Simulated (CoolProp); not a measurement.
Vapour-liquid equilibrium of R124 (1) + R142b (2) at 70.95 °C; x and y are mole fractions of (1).

The numbers come from the multi-fluid Helmholtz-energy mixture model, de Vries 1995 and Lemmon 2006; pair parameters Bell 2016 in CoolProp.

```
x     bubble pressure, mixture model (MPa)  bubble pressure, Raoult's law (MPa)  y, mixture model  y, Raoult's law
----  ------------------------------------  -----------------------------------  ----------------  ---------------
0.05                                 1.137                                1.139             0.054            0.057
0.15                                 1.149                                1.155             0.160            0.167
0.25                                 1.161                                1.171             0.264            0.275
0.35                                 1.173                                1.187             0.368            0.380
0.45                                 1.186                                1.203             0.470            0.483
0.55                                 1.200                                1.218             0.572            0.582
0.65                                 1.216                                1.234             0.672            0.679
0.75                                 1.234                                1.250             0.770            0.774
0.85                                 1.254                                1.266             0.865            0.866
0.95                                 1.277                                1.282             0.956            0.956
```

The largest gap from Raoult's law is -1.5 % in bubble pressure, at x = 0.55. No azeotrope shows between x = 0.05 and 0.95.

Pair parameters are fitted to limited data, so mixtures are less certain than the pure fluids.
